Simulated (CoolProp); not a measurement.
Vapour-liquid equilibrium of acetone (1) + n-nonane (2) at 317 kPa; x and y are mole fractions of (1).

Model: multi-fluid Helmholtz-energy mixture model, Lemmon 2006 and Lemmon 2006; pair parameters Bell 2016, in CoolProp.

```csv
x,bubble temperature (K),y at the bubble point,dew temperature at overall composition x (K),liquid density (mol/L)
0.05,446.8,0.428,470.3,4.705
0.2,403.3,(withheld),461.9,(withheld)
0.35,388.0,(withheld),(withheld),(withheld)
0.5,(withheld),0.928,441.2,7.074
0.65,377.0,0.946,427.3,8.095
0.8,373.0,(withheld),408.1,9.440
0.95,368.6,0.989,376.0,(withheld)
```

Problem. Some entries are withheld; supply them.

Solution. 
- 0.2, y at the bubble point: 0.829
- 0.2, liquid density (mol/L): 5.521
- 0.35, y at the bubble point: 0.902
- 0.35, dew temperature at overall composition x (K): 452.4
- 0.35, liquid density (mol/L): 6.253
- 0.5, bubble temperature (K): 381.3
- 0.8, y at the bubble point: 0.964
- 0.95, liquid density (mol/L): 11.30

No azeotrope shows between x = 0.05 and 0.95.

Pair parameters are fitted to limited data, so mixtures are less certain than the pure fluids. With so large a gap from Raoult's law the liquid may split in two, which this calculation doesn't test in full.
